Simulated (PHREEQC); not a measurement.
Na2HPO4 is added in steps, without added water, to 1 kg of water holding 0.01 mol/kgw Cu(NO3)2 and 9.7e-05 mol/kgw KCl, at 25 °C. Oxygen is held at 0.21 atm. The system is closed to CO2. The run lets Cu(OH)2, Atacamite, Cu2(OH)3NO3, Cu3(PO4)2:3H2O, Halite precipitate or redissolve, and no other solid.

Base run: PHREEQC, ion-association model, wateq4f.dat. Each further column changes one thing. The table gives Cu+2 (mol/kgw).

```
Na2HPO4 added (mol)     base  0.0017 mol/kgw H2SiF6 added  0.0023 mol/kgw NiSO4 added  KCl left out  no solid may form
-------------------  -------  ---------------------------  --------------------------  ------------  -----------------
0                    0.00998                      0.00994                     0.00926       0.00998            0.00998
0.006                0.00543                      0.00954                     0.00499       0.00543            0.00518
0.015                3.85e-6                      0.00351                     5.43e-5       3.85e-6            0.00204
0.024                4.64e-7                      3.81e-5                     8.25e-7       4.64e-7            0.00124
0.03                 3.03e-7                      1.83e-6                     4.52e-7       3.03e-7            0.00100
0.036                2.32e-7                      8.92e-7                     3.20e-7       2.31e-7           0.000858
0.045                1.76e-7                      5.21e-7                     2.30e-7       1.76e-7           0.000720
0.054                1.46e-7                      3.80e-7                     1.85e-7       1.46e-7           0.000630
0.06                 1.32e-7                      3.27e-7                     1.65e-7       1.32e-7           0.000586
```

H3PO4, which wateq4f.dat lacks, is added to it with the constant of phreeqc.dat. The database has no phosphate complexes of Cu. The database's constant for dissolved Cu(OH)2 is higher than later reviews accept. SiF6-2 is the database's only silicon fluoride. The database has no phosphate complexes of Cu, Ni. In at least one series the solution becomes supersaturated in solids that the run did not let form, among them Cu(OH)2, Atacamite, Cu2(OH)3NO3, Cu3(PO4)2:3H2O. Solids allowed in the column '0.0017 mol/kgw H2SiF6 added': Cu(OH)2, Atacamite, Cu2(OH)3NO3, Cu3(PO4)2:3H2O, SiO2(a), Halite, CuF2:2H2O. Solids allowed in the column '0.0023 mol/kgw NiSO4 added': Cu(OH)2, Brochantite, Antlerite, Atacamite, Cu2(OH)3NO3, Cu3(PO4)2:3H2O, Ni(OH)2, Ni3(PO4)2, Ni4(OH)6SO4, Halite, Mirabilite, Chalcanthite, Morenosite. Solids allowed in the column 'KCl left out': Cu(OH)2, Cu2(OH)3NO3, Cu3(PO4)2:3H2O.
